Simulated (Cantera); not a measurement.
## Silicon carbide growth: SiH₂Cl₂ + C₃H₈ + H₂

Feed: 1 mol SiH₂Cl₂, 0.036 mol C₃H₈, 3 mol H₂, equilibrated at 7.70 mbar.

Equilibrium computed with Cantera from the NASA thermochemical tables; the gas is ideal and each condensed phase is pure. Candidate condensed phases: C, C₆H₆, C₇H₈, C₈H₁₈, Si, SiC; 109 gas species. Mutual solubility and eutectic melting of coexisting phases are not modelled. The tables' values for SiCl, SiCl₃ are old estimates; treat these amounts as uncertain. Gases not in the tables: Si₂H₆ and higher silanes. The numbers say what is thermodynamically allowed, not how fast it happens.

```json
[
 {"T (°C)": "1650", "log p H₂": "-2.26", "log p HCl": "-2.89", "log p H": "-4.16", "log p SiCl₂": "-3.09", "log p Si": "-4.77", "log p Cl": "-4.90", "log p SiCl": "-4.88", "n Si(l)": "0.319", "n SiC(s)": "0.108"},
 {"T (°C)": "1700", "log p H₂": "-2.27", "log p HCl": "-2.88", "log p H": "-4.00", "log p SiCl₂": "-3.10", "log p Si": "-4.50", "log p Cl": "-4.74", "log p SiCl": "-4.72", "n Si(l)": "0.315", "n SiC(s)": "0.107"},
 {"T (°C)": "1750", "log p H₂": "-2.27", "log p HCl": "-2.88", "log p H": "-3.86", "log p SiCl₂": "-3.11", "log p Si": "-4.24", "log p Cl": "-4.59", "log p SiCl": "-4.56", "n Si(l)": "0.302", "n SiC(s)": "0.107"},
 {"T (°C)": "1800", "log p H₂": "-2.28", "log p HCl": "-2.88", "log p H": "-3.72", "log p SiCl₂": "-3.13", "log p Si": "-4.00", "log p Cl": "-4.45", "log p SiCl": "-4.41", "n Si(l)": "0.274", "n SiC(s)": "0.105"},
 {"T (°C)": "1850", "log p H₂": "-2.29", "log p HCl": "-2.88", "log p H": "-3.59", "log p SiCl₂": "-3.15", "log p Si": "-3.77", "log p Cl": "-4.31", "log p SiCl": "-4.27", "n Si(l)": "0.220", "n SiC(s)": "0.102"},
 {"T (°C)": "1900", "log p H₂": "-2.31", "log p HCl": "-2.89", "log p H": "-3.47", "log p SiCl₂": "-3.17", "log p Si": "-3.55", "log p Cl": "-4.19", "log p SiCl": "-4.14", "n Si(l)": "0.126", "n SiC(s)": "0.0966"},
 {"T (°C)": "1950", "log p H₂": "-2.33", "log p HCl": "-2.89", "log p H": "-3.36", "log p SiCl₂": "-3.21", "log p Si": "-3.36", "log p Cl": "-4.06", "log p SiCl": "-4.04", "n Si(l)": "0", "n SiC(s)": "0.0862"},
 {"T (°C)": "2000", "log p H₂": "-2.35", "log p HCl": "-2.86", "log p H": "-3.25", "log p SiCl₂": "-3.29", "log p Si": "-3.30", "log p Cl": "-3.90", "log p SiCl": "-4.02", "n Si(l)": "0", "n SiC(s)": "0.0751"},
 {"T (°C)": "2050", "log p H₂": "-2.38", "log p HCl": "-2.84", "log p H": "-3.15", "log p SiCl₂": "-3.38", "log p Si": "-3.25", "log p Cl": "-3.76", "log p SiCl": "-4.01", "n Si(l)": "0", "n SiC(s)": "0.0539"},
 {"T (°C)": "2100", "log p H₂": "-2.40", "log p HCl": "-2.83", "log p H": "-3.06", "log p SiCl₂": "-3.48", "log p Si": "-3.20", "log p Cl": "-3.63", "log p SiCl": "-4.02", "n Si(l)": "0", "n SiC(s)": "0.00507"},
 {"T (°C)": "2150", "log p H₂": "-2.43", "log p HCl": "-2.83", "log p H": "-2.97", "log p SiCl₂": "-3.60", "log p Si": "-3.16", "log p Cl": "-3.51", "log p SiCl": "-4.03", "n Si(l)": "0", "n SiC(s)": "0"}
]
```
log p: log10 of the partial pressure in bar; n: condensed amount in mol.

From 1650 °C to 1900 °C the condensed part is Si(l) + SiC(s). From 1950 °C to 2100 °C the condensed part is SiC(s). At 2150 °C nothing is condensed. The main Si-bearing gas is SiCl₂ at 1650 °C and Si at 2150 °C. The share of Si in condensed phases is highest at 1650 °C (42.7 %) and lowest at 2150 °C (0.0 %).
